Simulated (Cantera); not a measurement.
Charge: 1 mol (CH₃)₂SiCl₂, 0.15 mol C₂H₂, 82 mol H₂, equilibrated at 1477 °C and 0.240 bar.

These are equilibrium values from Cantera (NASA tables, ideal gas, pure condensed phases), not measurements of a reactor. Candidate condensed phases: C, C₆H₆, C₇H₈, C₈H₁₈, Si, SiC; 109 gas species. The feed counts by its element totals alone. Rates play no part.

What is the equilibrium state?


```json
{
  "x(H₂)": "0.976",
  "x(HCl)": "0.0231",
  "x(H)": "0.000469",
  "x(CH₄)": "0.000209",
  "x(C₂H₂ (acetylene))": "0.000112",
  "x(SiCl₂)": "3.47e-5",
  "x(Cl)": "8.57e-6",
  "x(CH₃)": "2.04e-6",
  "n(C(graphite))": "1.27 mol",
  "n(SiC(s))": "0.997 mol",
  "gas_amount": "86.15 mol",
  "log10 activity of Si(l) (absent)": "-1.72"
}
```
